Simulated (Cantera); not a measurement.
Feed: 1 mol B₂O₃, 0.13 mol H₂O, at 0.133 bar.

Cantera equilibrium calculation (NASA polynomials, part measured and part estimated; ideal gas, pure solids and liquids). Candidate condensed phases: B, B₂O₃, B₃O₃H₃, H₂O; 23 gas species. Equilibrium is a limit: real reactors are often held back by kinetics, nucleation or transport. All values below are at 1427 °C.

Base state: H₂O 0.725, HBO₂ 0.266, B₂O₃ 0.00587, H₂ 0.00157, (HBO₂)₃ 0.000661, O₂ 0.000648, OH 0.000382, BO₂ 0.000171 (mole fractions); condensed: B₂O₃(l).

Task: What changes in the equilibrium state with this change: 0.00085 mol O₂ added?

Result: 
```
species         before     after
------------  --------  --------
H₂O              0.725     0.721
HBO₂             0.266     0.265
B₂O₃           0.00587   0.00587
O₂            0.000648   0.00562
H₂             0.00157  0.000529
H              1.60e-5   9.28e-6
BO₂           0.000171  0.000293
OH            0.000382  0.000653
B₂O₃(l), mol     0.979     0.979
```
